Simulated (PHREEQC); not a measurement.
# Sulfide liquor (model solution)

Dissolve 11 mmol/kgw H2S, 0.064 mmol/kgw NaOH and 2 mmol/kgw FeCl2 at 25 °C. Closed to the air; pH follows from the charge balance.

Model: ion-association model, phreeqc.dat, run in PHREEQC.

This is a speciation only: nothing precipitates in the calculation.

**Question.** Estimate the pH, specific conductance.

**Answer.** pH 3.86; specific conductance 522 µS/cm.

**Question.** In which forms is Fe present?

**Answer.** Fe+2 95 %, Fe(HS)2 5.0 % of the Fe.

The solution is supersaturated, for example in Mackinawite, so a real one may precipitate; this is no full list.
